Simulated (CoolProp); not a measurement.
Carbon dioxide along the isotherm 67.85 °C: density (kg/m³) from the reference equation and from simpler models built on Tc = 31.0 °C, pc = 7.377 MPa, ω = 0.224; each cubic takes its own stable root.

Model: reference Helmholtz-energy equation of state, Span 1996, in CoolProp.

| p (MPa) | phase | reference |
|---|---|---|
| 1.23 | gas | 19.88 |
| 2.46 | gas | 41.57 |
| 3.69 | gas | 65.46 |
| 4.92 | gas | 92.11 |
| 6.15 | gas | 122.3 |
| 7.38 | supercritical | 157.2 |
| 8.61 | supercritical | 198.3 |
| 9.84 | supercritical | 247.8 |
| 11.1 | supercritical | 309.5 |

How far does each simpler model (van der Waals, Redlich-Kwong, Peng-Robinson) lie from the reference over these 9 states: mean and median of the absolute difference, and the worst?


- van der Waals: mean 3.3 %, median 0.7 %, worst +13.6 % at 67.85 °C and 11.1 MPa
- Redlich-Kwong: mean 1.6 %, median 1.3 %, worst +3.8 % at 67.85 °C and 11.1 MPa
- Peng-Robinson: mean 1.5 %, median 1.5 %, worst +2.4 % at 67.85 °C and 7.38 MPa
